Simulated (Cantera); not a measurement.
A Cantera script and its output.

```python
import numpy as np
import cantera as ct

gas = ct.Solution("gri30.yaml")
gas.TPX = 1748, 45000, {'CH4': 1, 'O2': 3.12, 'N2': 11.8}
reactor = ct.IdealGasConstPressureReactor(gas, energy="on", clone=False)
net = ct.ReactorNet([reactor])
net.rtol, net.atol = 1e-08, 1e-16
show = ['CH4', 'O2', 'CH3', 'CO2', 'H2O2', 'HCN', 'C2H2']
times = np.geomspace(3e-06, 2, 13)

steps = ct.SolutionArray(gas, extra=["t"])
rows = []
print(f"{'t/s':>10s}{'T/K':>9s}{'P/Pa':>11s}" + "".join(f"{s:>11s}" for s in show))
for t in times:
    while net.time < t:
        t_next = net.step()
        steps.append(gas.state, t=t_next)
    rows.append([np.interp(t, steps.t, y) for y in (steps.T, steps.P, *steps(*show).X.T)])
    print(f"{t:10.3e}{rows[-1][0]:9.1f}{rows[-1][1]:11.4g}" + "".join(f"{x:11.3e}" for x in rows[-1][2:]))
rate = np.gradient(steps.T, steps.t)
print("integrator steps:", len(steps.t))
if steps.T.max() > steps.T[0] + 200:
    print(f"time of steepest temperature rise: {steps.t[rate.argmax()]:.4e} s")
gas.TPX = 1748, 45000, {'CH4': 1, 'O2': 3.12, 'N2': 11.8}
gas.equilibrate("HP")
print(f"equilibrium (HP): T = {gas.T:.1f} K  " + "  ".join(f"{s} {gas[s].X[0]:.3e}" for s in show))
```

It prints:

```
       t/s      T/K       P/Pa        CH4         O2        CH3        CO2       H2O2        HCN       C2H2
 3.000e-06   1748.0    4.5e+04  6.281e-02  1.960e-01  4.641e-06  2.528e-11  5.471e-09  2.267e-16  1.967e-15
 9.172e-06   1747.9    4.5e+04  6.280e-02  1.960e-01  1.744e-05  5.956e-10  2.616e-08  2.857e-15  5.356e-13
 2.804e-05   1747.8    4.5e+04  6.274e-02  1.960e-01  6.281e-05  1.210e-08  9.078e-08  3.348e-14  9.079e-11
 8.572e-05   1747.6    4.5e+04  6.243e-02  1.958e-01  2.752e-04  4.553e-07  2.676e-07  5.199e-13  1.550e-08
 2.621e-04   1792.0    4.5e+04  5.035e-02  1.864e-01  3.177e-03  2.425e-04  6.379e-06  1.651e-09  3.194e-05
 8.012e-04   2535.4    4.5e+04  9.209e-18  7.168e-02  1.653e-16  3.914e-02  9.886e-08  8.705e-12  5.839e-21
 2.449e-03   2633.2    4.5e+04  1.418e-17  6.962e-02  2.036e-16  4.315e-02  1.666e-07  3.003e-11  8.860e-21
 7.489e-03   2628.4    4.5e+04  1.436e-17  6.667e-02  2.005e-16  4.340e-02  1.638e-07  5.422e-11  8.610e-21
 2.289e-02   2624.2    4.5e+04  1.441e-17  6.470e-02  1.979e-16  4.352e-02  1.608e-07  6.892e-11  8.403e-21
 6.999e-02   2624.0    4.5e+04  1.441e-17  6.458e-02  1.977e-16  4.352e-02  1.606e-07  6.973e-11  8.391e-21
 2.140e-01   2624.0    4.5e+04  1.441e-17  6.458e-02  1.977e-16  4.352e-02  1.606e-07  6.973e-11  8.391e-21
 6.542e-01   2624.0    4.5e+04  1.441e-17  6.458e-02  1.977e-16  4.352e-02  1.606e-07  6.973e-11  8.391e-21
 2.000e+00   2624.0    4.5e+04  1.441e-17  6.458e-02  1.977e-16  4.352e-02  1.606e-07  6.973e-11  8.391e-21
integrator steps: 1714
time of steepest temperature rise: 3.1356e-04 s
equilibrium (HP): T = 2624.0 K  CH4 2.060e-17  O2 6.458e-02  CH3 2.825e-16  CO2 4.352e-02  H2O2 1.606e-07  HCN 6.973e-11  C2H2 9.060e-21
```

Cantera simulation using GRI-Mech 3.0 (53 species, 325 reactions); the numbers are that mechanism's predictions, not measurements.
